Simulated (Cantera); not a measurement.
Gas activation for diamond growth

A perfectly stirred reactor is fed with CH4 : H2 : N2 = 0.01 : 1 : 0.02 (molar parts), at 0.0132 atm; it is held at 2000 K, and followed from long to short residence time.

Model: GRI-Mech 3.0 (53 species, 325 reactions), integrated in Cantera. GRI-Mech 3.0 stops at C3 and has no aromatics, soot or wall deposition, so with more carbon than oxygen in the feed, carbon stays in small species such as C2H2 where larger ones or solid carbon would form. Radical loss at walls, strong at low pressure, is not modelled.

| τ (s) | x CH4 | x H2 | x C2H | x C2H4 | x CH2 |
|---|---|---|---|---|---|
| 7.0 | 0.000333 | 0.964 | 1.07e-6 | 5.18e-7 | 1.32e-6 |
| 2.4 | 0.000653 | 0.965 | 9.14e-7 | 7.37e-7 | 2.03e-6 |
| 0.83 | 0.00130 | 0.966 | 7.18e-7 | 1.39e-6 | 2.94e-6 |
| 0.29 | 0.00254 | 0.967 | 4.95e-7 | 3.17e-6 | 3.86e-6 |
| 0.099 | 0.00467 | 0.967 | 2.57e-7 | 7.09e-6 | 4.32e-6 |
| 0.034 | 0.00734 | 0.968 | 6.85e-8 | 1.08e-5 | 3.28e-6 |
| 0.012 | 0.00906 | 0.969 | 4.55e-9 | 6.92e-6 | 1.09e-6 |
| 0.0041 | 0.00954 | 0.970 | 7.07e-11 | 1.57e-6 | 1.61e-7 |
| 0.0014 | 0.00965 | 0.971 | <1e-12 | 1.61e-7 | 2.02e-8 |
x: mole fraction; the columns are a selection and need not sum to one.
